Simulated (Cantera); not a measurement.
Input: 1 mol MgO, 0.072 mol Cl₂, 0.091 mol N₂, at 75.0 Torr.

Cantera equilibrium calculation (NASA polynomials, part measured and part estimated; ideal gas, pure solids and liquids). Candidate condensed phases: Mg, MgCl₂, MgO; 18 gas species. The numbers say what is thermodynamically allowed, not how fast it happens.

Task: What share of the Mg ends up in condensed phases as a function of T (K), at 1050, 1100, 1150, 1200, 1250, 1300, 1350, 1400, 1450, 1500, 1550, 1600, 1650, 1700?

Result: 
```csv
T (K),Mg condensed (%),as
1050,99.9,MgO(s)
1100,99.8,MgO(s)
1150,99.7,MgO(s)
1200,99.5,MgO(s)
1250,99.1,MgO(s)
1300,98.6,MgO(s)
1350,98.0,MgO(s)
1400,97.3,MgO(s)
1450,96.5,MgO(s)
1500,95.8,MgO(s)
1550,95.3,MgO(s)
1600,94.9,MgO(s)
1650,94.6,MgO(s)
1700,94.4,MgO(s)
```
